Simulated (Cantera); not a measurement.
Feed: 1 mol Fe₂O₃, 0.78 mol C, 0.25 mol N₂, 16 mol CO, equilibrated at 2100 K and 1.90 bar.

Equilibrium computed with Cantera from the NASA thermochemical tables; the gas is ideal and each condensed phase is pure. Candidate condensed phases: C, Fe, Fe(CO)₅, FeO, Fe₂O₃, Fe₃O₄; 27 gas species. Each liquid is taken as pure. Mutual solubility and eutectic melting of coexisting phases are not modelled. The tables' stoichiometric FeO is somewhat more stable than real wüstite, so its field is too wide. FeO: taken at fixed stoichiometry. The numbers say what is thermodynamically allowed, not how fast it happens.

Base state: CO 0.898, CO₂ 0.0865, N₂ 0.0147, Fe 0.000557 (mole fractions); condensed: Fe(l) + FeO(l).

Question: What changes in the equilibrium state with this change: C from 0.78 to 5.9 mol?

Answer: 
```tsv
species	before	after
CO	0.898	0.986
N₂	0.0147	0.0130
Fe	0.000557	0.000557
CO₂	0.0865	3.00e-5
Fe(l), mol	1.24	1.99
FeO(l), mol	0.747	0
C(graphite), mol	0	2.90
```
Iron dissolves carbon and melts from about 1420 K in contact with it, which pure phases cannot show. Condensed phases not in the tables: cementite and carbon dissolved in iron.

Question: What changes in the equilibrium state with this change: temperature from 2100 K to 1048.15 K?

Answer: 
| species | before | after |
|---|---|---|
| CO | 0.898 | 0.747 |
| CO₂ | 0.0865 | 0.235 |
| N₂ | 0.0147 | 0.0179 |
| Fe | 0.000557 | <1e-9 |
| Fe(l), mol | 1.24 | 0 |
| FeO(l), mol | 0.747 | 0 |
| C(graphite), mol | 0 | 3.06 |
| FeO(s), mol | 0 | 2.00 |

Question: What changes in the equilibrium state with this change: temperature from 2100 K to 1648 K?

Answer: 
| species | before | after |
|---|---|---|
| CO | 0.898 | 0.858 |
| CO₂ | 0.0865 | 0.127 |
| N₂ | 0.0147 | 0.0147 |
| Fe | 0.000557 | 1.37e-6 |
| Fe(l), mol | 1.24 | 0 |
| FeO(l), mol | 0.747 | 0 |
| Fe(γ), mol | 0 | 1.95 |
| FeO(s), mol | 0 | 0.0521 |
